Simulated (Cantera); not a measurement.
A perfectly stirred reactor is fed with H2 : O2 : N2 : CO2 = 1 : 1 : 3.76 : 0.014 (molar parts), equivalence ratio 0.50, at 13.8 atm; it is adiabatic with a 300 K inlet, and is followed from long to short residence time, starting on the burning branch (τ in s: 0.083, 0.031, 0.011, 0.0041, 0.0015, 0.00055, 0.0002, 7.4e-05, 2.7e-05).

Model: GRI-Mech 3.0 (53 species, 325 reactions), integrated in Cantera. The hydrogen kinetics of GRI-Mech 3.0 are dated; newer H2 mechanisms differ, most at raised pressure. The pressure lies above the range GRI-Mech 3.0 was tuned for (to about 10 atm).

One state of this run: T (K) = 1640; x H2 = 0.000140; x O2 = 0.0948; x OH = 0.000288; x H = 1.19e-6; x NO = 1.33e-6; x H2O2 = 4.36e-7; x HO2 = 7.09e-6. x: mole fraction; the columns are a selection and need not sum to one.

**Question.** Which value of τ (s) does it belong to?
A) 0.011
B) 0.00055
C) 0.00020
D) 2.7e-5

**Answer.** A, 0.011
